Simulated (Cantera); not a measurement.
Input: 1 mol (CH3)2SiCl2, 0.027 mol C2H4, 1.4 mol H2, 0.018 mol C2H2, equilibrated at 10.0 mbar.

Method: chemical equilibrium by Gibbs-energy minimisation in Cantera with the NASA 1993 tables (ideal gas, pure condensed phases). Candidate condensed phases: C, C6H6, C7H8, C8H18, Si, SiC; 109 gas species. The feed counts by its element totals alone. Gases not in the tables: Si2H6 and higher silanes. Kinetics and transport are ignored.

Over these rows the condensed part is C(graphite) + SiC(s). Partial pressures as log10 of bar:

```csv
T (K),1000/T (1/K),log p SiCl4,log p H2,log p HCl,log p SiCl2
1723,0.5804,-6.73,-2.19,-2.47,-3.98
1823,0.5485,-7.11,-2.19,-2.48,-3.86
1923,0.5200,-7.46,-2.19,-2.49,-3.76
2023,0.4943,-7.79,-2.19,-2.50,-3.67
2123,0.4710,-8.11,-2.20,-2.53,-3.61
2223,0.4498,?,-2.21,-2.56,-3.57
```

Question: Fit log p(SiCl4) = a + b·(1000/T) to the five rows, give the apparent enthalpy, and predict the row at 2223 K.

Answer: Means: 1000/T = 0.5228, log p = -7.440. Sxy = 0.094114, Sxx = 0.0074816, so b = 12.58 and a = -7.440 − (12.58)×0.5228 = -14.02.
Apparent enthalpy: −19.145 × (12.58) = -241 kJ/mol. With the condensed phases at unit activity, C(graphite) + 2 SiCl2(g) = SiCl4(g) + SiC(s) links this pressure to the main gases: over the six rows their terms move log p by +0.82 in all, so the slope isn't that reaction's ΔH° alone. The five rows lie within 0.02 of the line.
Prediction at 2223 K: -14.02 + (12.58)×0.4498 = -8.36. The computed value is -8.43, 0.07 from the line.
